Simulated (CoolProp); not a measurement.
Saturation properties of n-hexane.

Model: reference Helmholtz-energy equation of state, Thol 2019, in CoolProp.

```json
[
 {"T (°C)": "-13.75", "p (kPa)": "2.761", "vapour density (kg/m³)": "0.1107", "enthalpy of vaporisation (kJ/kg)": "391.8", "surface tension (mN/m)": "22.0"},
 {"T (°C)": "-0.25", "p (kPa)": "5.960", "vapour density (kg/m³)": "0.2278", "enthalpy of vaporisation (kJ/kg)": "382.9", "surface tension (mN/m)": "20.6"},
 {"T (°C)": "13.35", "p (kPa)": "11.86", "vapour density (kg/m³)": "0.4337", "enthalpy of vaporisation (kJ/kg)": "374.0", "surface tension (mN/m)": "19.1"},
 {"T (°C)": "26.95", "p (kPa)": "21.93", "vapour density (kg/m³)": "0.7701", "enthalpy of vaporisation (kJ/kg)": "364.9", "surface tension (mN/m)": "17.7"},
 {"T (°C)": "40.45", "p (kPa)": "37.92", "vapour density (kg/m³)": "[?]", "enthalpy of vaporisation (kJ/kg)": "[?]", "surface tension (mN/m)": "16.3"},
 {"T (°C)": "54.05", "p (kPa)": "62.39", "vapour density (kg/m³)": "2.047", "enthalpy of vaporisation (kJ/kg)": "346.0", "surface tension (mN/m)": "14.9"},
 {"T (°C)": "67.65", "p (kPa)": "97.98", "vapour density (kg/m³)": "[?]", "enthalpy of vaporisation (kJ/kg)": "335.9", "surface tension (mN/m)": "13.5"},
 {"T (°C)": "81.15", "p (kPa)": "147.4", "vapour density (kg/m³)": "4.603", "enthalpy of vaporisation (kJ/kg)": "325.5", "surface tension (mN/m)": "12.2"},
 {"T (°C)": "94.75", "p (kPa)": "214.8", "vapour density (kg/m³)": "6.593", "enthalpy of vaporisation (kJ/kg)": "[?]", "surface tension (mN/m)": "10.9"},
 {"T (°C)": "108.35", "p (kPa)": "303.6", "vapour density (kg/m³)": "[?]", "enthalpy of vaporisation (kJ/kg)": "302.4", "surface tension (mN/m)": "9.58"},
 {"T (°C)": "121.85", "p (kPa)": "417.1", "vapour density (kg/m³)": "12.57", "enthalpy of vaporisation (kJ/kg)": "[?]", "surface tension (mN/m)": "8.33"},
 {"T (°C)": "135.45", "p (kPa)": "[?]", "vapour density (kg/m³)": "16.92", "enthalpy of vaporisation (kJ/kg)": "275.9", "surface tension (mN/m)": "7.10"},
 {"T (°C)": "149.05", "p (kPa)": "739.4", "vapour density (kg/m³)": "22.48", "enthalpy of vaporisation (kJ/kg)": "260.7", "surface tension (mN/m)": "5.91"},
 {"T (°C)": "162.55", "p (kPa)": "955.6", "vapour density (kg/m³)": "29.56", "enthalpy of vaporisation (kJ/kg)": "243.9", "surface tension (mN/m)": "4.77"}
]
```

Task: Complete the blanks.

Result: 
- 40.45, vapour density (kg/m³): 1.285
- 40.45, enthalpy of vaporisation (kJ/kg): 355.6
- 67.65, vapour density (kg/m³): 3.129
- 94.75, enthalpy of vaporisation (kJ/kg): 314.3
- 108.35, vapour density (kg/m³): 9.209
- 121.85, enthalpy of vaporisation (kJ/kg): 289.7
- 135.45, p (kPa): 561.0

It boils at 68.7 °C under 1 atm.

Surface tension comes from a separate correlation (Mulero 2012).
